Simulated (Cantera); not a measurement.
An adiabatic, constant-volume homogeneous reactor starts with CH4 : O2 : N2 = 1 : 2.44 : 9.17 (molar parts), equivalence ratio 0.82, at 1800 K and 1.30 bar. Integrator tolerance rtol = 1e-08.

Detailed kinetics in Cantera: GRI-Mech 3.0 (53 species, 325 reactions).

```json
[
 {"quantity": "time of steepest temperature rise", "before": "83.4 µs", "after": "0.669 ms"},
 {"quantity": "temperature at 2.00 s", "before": "2941 K", "after": "2861 K"},
 {"quantity": "equilibrium temperature", "before": "2941 K", "after": "2861 K"},
 {"quantity": "x(CH4) at 2.00 s", "before": "<1e-12 (gas-phase equilibrium <1e-12)", "after": "<1e-12 (gas-phase equilibrium <1e-12)"},
 {"quantity": "x(O2) at 2.00 s", "before": "0.0393 (gas-phase equilibrium 0.0393)", "after": "0.0379 (gas-phase equilibrium 0.0379)"},
 {"quantity": "x(H2O2) at 2.00 s", "before": "5.50e-7 (gas-phase equilibrium 5.50e-7)", "after": "5.47e-7 (gas-phase equilibrium 5.47e-7)"},
 {"quantity": "x(H2O) at 2.00 s", "before": "0.118 (gas-phase equilibrium 0.118)", "after": "0.127 (gas-phase equilibrium 0.127)"},
 {"quantity": "x(HCO) at 2.00 s", "before": "6.97e-8 (gas-phase equilibrium 6.97e-8)", "after": "4.52e-8 (gas-phase equilibrium 4.52e-8)"}
]
```

Q: What was changed between the two runs?
A. pressure from 1.30 bar to 1.00 bar
B. constant pressure in place of constant volume
C. initial temperature 1800 to 1525 K
D. pressure from 1.30 bar to 25.0 bar

A: C, initial temperature 1800 to 1525 K
